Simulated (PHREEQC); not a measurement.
A solution holds 3.5 mmol/kgw KHCO3, 14 mmol/kgw Na2SO4 and 5.2 mmol/kgw LiCl, at 25 °C. Closed to the air; pH follows from the charge balance.

All values are PHREEQC results (ion-association model, phreeqc.dat), not measurements.

```csv
quantity,before,after
pH,8.12,8.19
SO4-2 (mol/kgw),0.0129,0.00273
NaSO4- (mol/kgw),0.000814,5.06e-5
SI of Halite (NaCl),-5.59,-6.90
SI of Sylvite (KCl),-5.83,-7.13
```

Which change was made?
A) 0.00089 mol/kgw Ca(OH)2 added
B) temperature from 25 to 70 °C
C) LiCl from 0.0052 to 0.00468 mol/kgw
D) diluted 5-fold with water
E) temperature from 25 to 30 °C

D, diluted 5-fold with water

No solid was allowed to form.
